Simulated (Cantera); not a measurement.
Cantera run, input and output.

```python
import numpy as np
import cantera as ct

gas = ct.Solution("gri30.yaml")
gas.TPX = 1173, 820000, {'H2': 1, 'O2': 1.52, 'N2': 5.76}
reactor = ct.IdealGasConstPressureReactor(gas, energy="on", clone=False)
net = ct.ReactorNet([reactor])
net.rtol, net.atol = 1e-08, 1e-16
show = ['H2', 'O2', 'N2O', 'NO', 'NO2', 'H2O', 'H2O2']
times = np.geomspace(5e-06, 3, 10)

steps = ct.SolutionArray(gas, extra=["t"])
rows = []
print(f"{'t/s':>10s}{'T/K':>9s}{'P/Pa':>11s}" + "".join(f"{s:>11s}" for s in show))
for t in times:
    while net.time < t:
        t_next = net.step()
        steps.append(gas.state, t=t_next)
    rows.append([np.interp(t, steps.t, y) for y in (steps.T, steps.P, *steps(*show).X.T)])
    print(f"{t:10.3e}{rows[-1][0]:9.1f}{rows[-1][1]:11.4g}" + "".join(f"{x:11.3e}" for x in rows[-1][2:]))
rate = np.gradient(steps.T, steps.t)
print("integrator steps:", len(steps.t))
if steps.T.max() > steps.T[0] + 200:
    print(f"time of steepest temperature rise: {steps.t[rate.argmax()]:.4e} s")
gas.TPX = 1173, 820000, {'H2': 1, 'O2': 1.52, 'N2': 5.76}
gas.equilibrate("HP")
print(f"equilibrium (HP): T = {gas.T:.1f} K  " + "  ".join(f"{s} {gas[s].X[0]:.3e}" for s in show))
```

It prints:

```
       t/s      T/K       P/Pa         H2         O2        N2O         NO        NO2        H2O       H2O2
 5.000e-06   1173.0    8.2e+05  1.208e-01  1.836e-01  1.847e-13  4.947e-18  2.172e-22  1.312e-07  1.773e-09
 2.193e-05   1173.0    8.2e+05  1.208e-01  1.836e-01  2.495e-12  1.212e-16  2.066e-19  1.451e-06  6.698e-08
 9.616e-05   1174.3    8.2e+05  1.206e-01  1.834e-01  2.571e-10  5.527e-13  5.562e-14  1.674e-04  2.357e-05
 4.217e-04   2031.7    8.2e+05  4.536e-05  1.307e-01  9.752e-07  1.320e-05  4.867e-08  1.277e-01  2.722e-07
 1.849e-03   2031.6    8.2e+05  4.535e-05  1.306e-01  9.745e-07  2.461e-05  9.077e-08  1.277e-01  2.722e-07
 8.111e-03   2031.5    8.2e+05  4.532e-05  1.306e-01  9.741e-07  7.449e-05  2.749e-07  1.277e-01  2.721e-07
 3.557e-02   2031.0    8.2e+05  4.517e-05  1.305e-01  9.725e-07  2.906e-04  1.073e-06  1.277e-01  2.715e-07
 1.560e-01   2029.0    8.2e+05  4.458e-05  1.301e-01  9.664e-07  1.183e-03  4.376e-06  1.277e-01  2.693e-07
 6.841e-01   2022.7    8.2e+05  4.279e-05  1.287e-01  9.524e-07  3.915e-03  1.456e-05  1.278e-01  2.625e-07
 3.000e+00   2017.8    8.2e+05  4.144e-05  1.277e-01  9.461e-07  6.041e-03  2.255e-05  1.278e-01  2.574e-07
integrator steps: 1347
time of steepest temperature rise: 1.2597e-04 s
equilibrium (HP): T = 2017.7 K  H2 4.142e-05  O2 1.276e-01  N2O 9.461e-07  NO 6.084e-03  NO2 2.271e-05  H2O 1.278e-01  H2O2 2.573e-07
```

Model: GRI-Mech 3.0 (53 species, 325 reactions), integrated in Cantera. The hydrogen kinetics of GRI-Mech 3.0 are dated; newer H2 mechanisms differ, most at raised pressure.
